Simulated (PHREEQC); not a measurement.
# Silver or lead bath: an equilibrium model

Make-up at 55 °C: 11 mmol/kgw Pb(NO3)2 and 1.5 mmol/kgw KNO3. Closed to the air; pH follows from the charge balance.

Equilibrium calculation in PHREEQC: ion-association model, phreeqc.dat.

No solid was allowed to form.

Problem. Estimate the pH, ionic strength.

Solution. pH 4.93; ionic strength 0.0315 mol/kgw.

Problem. In which forms is Pb present?

Solution. Pb+2 86 %, PbNO3+ 14 % of the Pb.

Examples of supersaturated solids here: Pb(OH)2. Others may be too. Constants without temperature data keep their 25 °C values here.
